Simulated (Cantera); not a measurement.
Input: 1 mol B2H6, a varied amount of O2, held at 12.0 mbar.

Equilibrium computed with Cantera from the NASA thermochemical tables; the gas is ideal and each condensed phase is pure. Candidate condensed phases: B, B2O3, B3O3H3, H2O; 23 gas species. The feed counts by its element totals alone. Mutual solubility and eutectic melting of coexisting phases are not modelled. Equilibrium is a limit: real reactors are often held back by kinetics, nucleation or transport.

Stable condensed phases, one row left out:

```
T in °C \ n(O2) in mol
         0.095  0.13  0.18  0.26  0.35  0.49  0.68  0.95   1.3   1.8   2.5
   1827      A     A     A     A     A     A     A     A     B     B     B
   1727      A     A     A     A     A     A     A     A     B     B     B
   1627      A     A     A     A     A     A     A     A     B     B     B
   1427      A     A     A     A     A     A     A     A     C     C     B
   1327      A     A     A     A     A     D     D     D     D     C     C
   1227      D     D     D     D     D     D     D     D     D     C     C
   1127      D     D     D     D     D     D     D     D     D     C     C
   1027      D     D     D     D     D     D     D     D     D     C     C
    927      D     D     D     D     D     D     D     D     D     C     C
    827      D     D     D     D     D     D     D     D     D     C     C
    727      D     D     D     D     D     D     D     D     D     C     C
    627      D     D     D     D     D     D     D     D     D     C     C
```

A: B; B: gas only; C: B2O3; D: B + B2O3.

### Question
Give the row for 1527 °C.

### Answer
0.095: B; 0.13: B; 0.18: B; 0.26: B; 0.35: B; 0.49: B; 0.68: B; 0.95: B; 1.3: gas only; 1.8: gas only; 2.5: gas only.
